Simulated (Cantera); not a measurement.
Input: 1 mol SiH₄, 0.45 mol N₂, 0.94 mol NH₃, equilibrated at 1748.15 K and 0.100 bar.

Equilibrium computed with Cantera from the NASA thermochemical tables; the gas is ideal and each condensed phase is pure. Candidate condensed phases: Si, Si₃N₄; 18 gas species. Gases not in the tables: Si₂H₆ and higher silanes. Rates play no part.

Q: What is the equilibrium state?

A: 
* **x(H₂)**: 0.930
* **x(N₂)**: 0.0691
* **x(H)**: 0.000698
* **x(SiH₂)**: 1.26e-5
* **x(Si)**: 9.58e-6
* **x(SiH)**: 3.89e-6
* **n(Si₃N₄(s))**: 0.333 mol
* **gas amount**: 3.665 mol
* **log10 activity of Si(l) (absent)**: -0.18
